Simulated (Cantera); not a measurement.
Cantera with NASA thermochemical tables; ideal gases at 1 bar, condensed phases pure. Values are per mole of reaction as written; species without (g) are pure solids or liquids, kept so even where they would boil at 1 bar.

2 NbO₂(g) + 2 NH₃(g) → 3 H₂(g) + 2 NO₂(g) + 2 Nb

```csv
T (K),ΔH° (kJ),ΔS° (J/K),ΔG° (kJ),log10 K
1223,593.0,68.4,509.4,-21.76
1323,595.5,70.3,502.5,-19.84
1423,598.0,72.1,495.3,-18.18
1523,?,?,?,?
1623,?,?,?,?
1723,605.2,76.8,473.0,-14.34
1823,607.7,78.1,465.2,-13.33
1923,?,?,?,?
2023,?,?,?,?
2123,615.6,82.1,441.2,-10.86
2223,618.4,83.5,432.9,-10.17
```

Problem. Fill in the missing entries.

Solution. 
- 1523, ΔH° (kJ): 600.4
- 1523, ΔS° (J/K): 73.8
- 1523, ΔG° (kJ): 488.1
- 1523, log10 K: -16.74
- 1623, ΔH° (kJ): 602.8
- 1623, ΔS° (J/K): 75.3
- 1623, ΔG° (kJ): 480.6
- 1623, log10 K: -15.47
- 1923, ΔH° (kJ): 610.2
- 1923, ΔS° (J/K): 79.5
- 1923, ΔG° (kJ): 457.4
- 1923, log10 K: -12.42
- 2023, ΔH° (kJ): 612.9
- 2023, ΔS° (J/K): 80.8
- 2023, ΔG° (kJ): 449.4
- 2023, log10 K: -11.60
